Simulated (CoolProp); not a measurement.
Vapour-liquid equilibrium of dimethyl ether (1) + n-hexane (2) at 0.11 bar; x and y are mole fractions of (1).

Model: multi-fluid Helmholtz-energy mixture model, Wu 2011 and Thol 2019; pair parameters Bell 2016, in CoolProp.

**Question.** Give the bubble temperature and the first vapour's composition at x = 0.05, 0.65, 0.8. Is there an azeotrope?

**Answer.** x = 0.05: 251.5 K, y = 0.853; x = 0.65: 211.4 K, y = 0.997; x = 0.8: 209.7 K, y = 0.998. No azeotrope shows between x = 0.05 and 0.95.

Pair parameters are fitted to limited data, so mixtures are less certain than the pure fluids.
